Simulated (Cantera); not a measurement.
A freely propagating, adiabatic, planar premixed flame of CH4 : C2H6 : C3H8 : O2 : N2 = 1 : 0.26 : 0.18 : 2.54 : 9.55 (molar parts), equivalence ratio 1.5, unburnt at 623 K and 500000 Pa; mixture-averaged transport, grid criteria slope 0.08 and curve 0.16, no radiation.

Cantera simulation using GRI-Mech 3.0 (53 species, 325 reactions); the numbers are that mechanism's predictions, not measurements. GRI-Mech 3.0 was tuned for natural gas; its chemistry of propane as a main component is partial and can be far from experiment. Burning velocities carry a grid error of a few per cent, more on coarse grids.

### Question
How do the results move with these cheaper or finer settings: unity-Lewis-number transport; multicomponent transport; multicomponent+Soret transport; grid criteria slope 0.5, curve 1; grid criteria slope 0.25, curve 0.5; grid criteria slope 0.03, curve 0.06?

### Answer
```csv
setting,laminar burning velocity,thermal thickness,peak x(H2),peak x(H2O2),grid points
as above,43.1 cm/s,0.159 mm,0.0750,0.000108,132
unity-Lewis-number transport,34.8 cm/s,0.179 mm,0.0723,6.09e-5,140
multicomponent transport,43.3 cm/s,0.161 mm,0.0751,0.000107,133
multicomponent+Soret transport,43.1 cm/s,0.159 mm,0.0742,0.000106,134
"grid criteria slope 0.5, curve 1",48.7 cm/s,0.180 mm,0.0768,0.000112,31
"grid criteria slope 0.25, curve 0.5",45.4 cm/s,0.165 mm,0.0756,0.000113,53
"grid criteria slope 0.03, curve 0.06",42.6 cm/s,0.157 mm,0.0736,0.000106,337
```
The base run took very roughly 6 core-seconds.
Unity Lewis numbers drop preferential diffusion, which matters most where H2 and H carry the flame; Soret adds thermal diffusion.
